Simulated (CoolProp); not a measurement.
R1123 along the isobar 0.515 MPa: fugacity coefficient from the reference equation and from simpler models built on Tc = 331.7 K, pc = 4.549 MPa, ω = 0.243; each cubic takes its own stable root.

Computed with CoolProp (reference Helmholtz-energy equation of state, Akasaka 2020).

| T (K) | phase | reference | van der Waals | Soave-Redlich-Kwong |
|---|---|---|---|---|
| 206 | liquid | 0.1416 | 0.8467 | 0.1415 |
| 210.8 | liquid | 0.1821 | 0.9039 | 0.1822 |
| 215.5 | liquid | 0.2297 | 0.9086 | 0.2302 |
| 220.2 | liquid | 0.2860 | 0.9129 | 0.2872 |
| 224.9 | liquid | 0.3520 | 0.9170 | 0.3542 |
| 229.7 | liquid | 0.4302 | 0.9209 | 0.4337 |
| 234.4 | liquid | 0.5181 | 0.9244 | 0.5233 |
| 239.1 | liquid | 0.6180 | 0.9278 | 0.6253 |
| 243.8 | liquid | 0.7305 | 0.9309 | 0.7404 |
| 248.6 | liquid | 0.8589 | 0.9339 | 0.8718 |
| 253.3 | gas | 0.9032 | 0.9367 | 0.9116 |
| 258 | gas | 0.9090 | 0.9393 | 0.9162 |
| 262.7 | gas | 0.9144 | 0.9418 | 0.9206 |
| 267.5 | gas | 0.9195 | 0.9442 | 0.9247 |

At some of these states van der Waals gives the other phase, because its saturation line lies elsewhere.
